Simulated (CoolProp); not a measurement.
C3F8 (R218) at several states: fugacity coefficient from the reference equation and from simpler models built on Tc = 345.0 K, pc = 2.640 MPa, ω = 0.317; each cubic takes its own stable root.

Computed with CoolProp (reference Helmholtz-energy equation of state, Lemmon 2006). It is a short technical equation, of lower accuracy than the large ones.

```json
[
 {"T (K)": "162.2", "p (MPa)": "0.129", "phase": "liquid", "reference": "0.004014"},
 {"T (K)": "214.7", "p (MPa)": "0.0512", "phase": "liquid", "reference": "0.6444"},
 {"T (K)": "180.8", "p (MPa)": "0.016", "phase": "liquid", "reference": "0.1967"},
 {"T (K)": "157.4", "p (MPa)": "0.197", "phase": "liquid", "reference": "0.001521"}
]
```

**Question.** How far does each simpler model (Redlich-Kwong, Soave-Redlich-Kwong, Peng-Robinson) lie from the reference over these 4 states: mean and median of the absolute difference, and the worst?

**Answer.** 
- Redlich-Kwong: mean 272.9 %, median 312.7 %, worst +414.9 % at 157.4 K and 0.197 MPa
- Soave-Redlich-Kwong: mean 0.5 %, median 0.4 %, worst -1.0 % at 180.8 K and 0.016 MPa
- Peng-Robinson: mean 7.9 %, median 8.5 %, worst +13.1 % at 157.4 K and 0.197 MPa

At some of these states Redlich-Kwong gives the other phase, because its saturation line lies elsewhere.
